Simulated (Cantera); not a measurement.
# Hydrocarbon pyrolysis for carbon deposition

An isothermal, constant-pressure homogeneous reactor starts with C2H6 : N2 = 1 : 26 (molar parts), at 1150 K and 0.132 atm.

Computed with Cantera and GRI-Mech 3.0 (53 species, 325 reactions). GRI-Mech 3.0 stops at C3 and has no aromatics, soot or wall deposition, so with more carbon than oxygen in the feed, carbon stays in small species such as C2H2 where larger ones or solid carbon would form.

```json
[
 {"t (s)": "0.000100", "x C2H6": "0.0370", "x CH4": "2.61e-8", "x CH3": "7.43e-7", "x C2H2": "<1e-12", "x C2H4": "9.87e-9", "x HCN": "<1e-12", "x CH2": "<1e-12"},
 {"t (s)": "0.000316", "x C2H6": "0.0370", "x CH4": "2.48e-7", "x CH3": "2.18e-6", "x C2H2": "<1e-12", "x C2H4": "2.94e-7", "x HCN": "<1e-12", "x CH2": "1.92e-12"},
 {"t (s)": "0.00100", "x C2H6": "0.0370", "x CH4": "2.13e-6", "x CH3": "5.49e-6", "x C2H2": "1.22e-10", "x C2H4": "8.11e-6", "x HCN": "<1e-12", "x CH2": "2.45e-11"},
 {"t (s)": "0.00316", "x C2H6": "0.0369", "x CH4": "1.52e-5", "x CH3": "1.16e-5", "x C2H2": "4.42e-8", "x C2H4": "0.000155", "x HCN": "2.39e-12", "x CH2": "1.95e-10"},
 {"t (s)": "0.0100", "x C2H6": "0.0357", "x CH4": "0.000101", "x CH3": "2.07e-5", "x C2H2": "3.04e-6", "x C2H4": "0.00123", "x HCN": "2.17e-11", "x CH2": "5.88e-10"},
 {"t (s)": "0.0316", "x C2H6": "0.0315", "x CH4": "0.000442", "x CH3": "2.01e-5", "x C2H2": "5.34e-5", "x C2H4": "0.00498", "x HCN": "4.46e-11", "x CH2": "5.94e-10"},
 {"t (s)": "0.100", "x C2H6": "0.0203", "x CH4": "0.00152", "x CH3": "1.59e-5", "x C2H2": "0.000556", "x C2H4": "0.0147", "x HCN": "6.46e-11", "x CH2": "4.75e-10"},
 {"t (s)": "0.316", "x C2H6": "0.00399", "x CH4": "0.00358", "x CH3": "6.36e-6", "x C2H2": "0.00371", "x C2H4": "0.0263", "x HCN": "8.05e-11", "x CH2": "1.57e-10"},
 {"t (s)": "1.00", "x C2H6": "0.000234", "x CH4": "0.00420", "x CH3": "1.33e-6", "x C2H2": "0.00921", "x C2H4": "0.0239", "x HCN": "8.32e-11", "x CH2": "9.96e-12"}
]
```
x: mole fraction; the columns are a selection and need not sum to one.

Equilibrium at this temperature and pressure: C2H6 2.86e-6, CH4 0.0153, CH3 2.75e-7, C2H2 0.0101, C2H4 0.00166, HCN 0.0314, CH2 <1e-12 (gas phase only).
